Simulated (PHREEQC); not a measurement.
Model water analysis in mmol/kgw, 20 °C, pH 5.97, pe 10.1: Na 0.176; K 0.0105; Ca 0.138; Mg 0.00102; Cl 0.0696; S(6) 0.0263; Alkalinity (meq/kgw) 0.337; F 0.00229; Pb 0.00958.

Valence states are taken as typed.

The numbers come from PHREEQC with the ion-association model, wateq4f.dat.

Each row changes one thing in this solution. No solid was allowed to form.

```json
[
 {"case": "as made", "CO2 (mol/kgw)": "0.000837", "HCO3- (mol/kgw)": "0.000333", "Pb+2 (mol/kgw)": "6.54e-6", "PbHCO3+ (mol/kgw)": "1.55e-6", "PbCO3 (mol/kgw)": "1.29e-6", "CaSO4 (mol/kgw)": "5.34e-7", "SI of Cerrusite (PbCO3)": "+0.06", "SI of Pb(OH)2 (Pb(OH)2)": "-1.62"},
 {"case": "all concentrations times 3 at the same typed pH", "CO2 (mol/kgw)": "0.00243", "HCO3- (mol/kgw)": "0.000985", "Pb+2 (mol/kgw)": "1.29e-5", "PbHCO3+ (mol/kgw)": "8.33e-6", "PbCO3 (mol/kgw)": "?", "CaSO4 (mol/kgw)": "3.94e-6", "SI of Cerrusite (PbCO3)": "+0.79", "SI of Pb(OH)2 (Pb(OH)2)": "-1.36"},
 {"case": "Mg from 0.00102 to 0.00204 mmol/kgw", "CO2 (mol/kgw)": "0.000836", "HCO3- (mol/kgw)": "0.000333", "Pb+2 (mol/kgw)": "6.54e-6", "PbHCO3+ (mol/kgw)": "1.55e-6", "PbCO3 (mol/kgw)": "1.29e-6", "CaSO4 (mol/kgw)": "5.33e-7", "SI of Cerrusite (PbCO3)": "+0.06", "SI of Pb(OH)2 (Pb(OH)2)": "-1.62"},
 {"case": "Pb from 0.00958 to 0.00479 mmol/kgw", "CO2 (mol/kgw)": "0.000842", "HCO3- (mol/kgw)": "0.000335", "Pb+2 (mol/kgw)": "3.27e-6", "PbHCO3+ (mol/kgw)": "?", "PbCO3 (mol/kgw)": "6.49e-7", "CaSO4 (mol/kgw)": "?", "SI of Cerrusite (PbCO3)": "-0.24", "SI of Pb(OH)2 (Pb(OH)2)": "-1.92"},
 {"case": "pH from 5.97 to 5.5 at the same alkalinity", "CO2 (mol/kgw)": "0.00250", "HCO3- (mol/kgw)": "?", "Pb+2 (mol/kgw)": "7.23e-6", "PbHCO3+ (mol/kgw)": "?", "PbCO3 (mol/kgw)": "4.89e-7", "CaSO4 (mol/kgw)": "5.33e-7", "SI of Cerrusite (PbCO3)": "-0.36", "SI of Pb(OH)2 (Pb(OH)2)": "-2.52"}
]
```

Problem. Some entries are withheld; supply them.

Solution. 
- all concentrations times 3 at the same typed pH, PbCO3 (mol/kgw): 6.83e-6
- Pb from 0.00958 to 0.00479 mmol/kgw, PbHCO3+ (mol/kgw): 7.77e-7
- Pb from 0.00958 to 0.00479 mmol/kgw, CaSO4 (mol/kgw): 5.35e-7
- pH from 5.97 to 5.5 at the same alkalinity, HCO3- (mol/kgw): 0.000337
- pH from 5.97 to 5.5 at the same alkalinity, PbHCO3+ (mol/kgw): 1.73e-6

Complexes and solids missing from the database can't appear. Some of these states are supersaturated (in Cerrusite, for instance).
